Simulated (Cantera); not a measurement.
Charge: 1 mol Si₂H₆, 0.76 mol Cl₂, 370 mol H₂, equilibrated at 0.00200 bar.

Cantera equilibrium calculation (NASA polynomials, part measured and part estimated; ideal gas, pure solids and liquids). Candidate condensed phases: Si; 19 gas species. The feed counts by its element totals alone. Rates play no part. All values below are at 1448 K.

Base state: H₂ 0.996, HCl 0.00397, H 0.000206, SiCl₂ 4.87e-5 (mole fractions); condensed: Si(s).

Q: What changes in the equilibrium state with this change: Cl₂ from 0.76 to 0.0079 mol?

A: 
| species | before | after |
|---|---|---|
| H₂ | 0.996 | 1.000 |
| H | 0.000206 | 0.000206 |
| HCl | 0.00397 | 4.23e-5 |
| SiCl₂ | 4.87e-5 | 5.52e-9 |
| Si(s), mol | 1.98 | 2.00 |
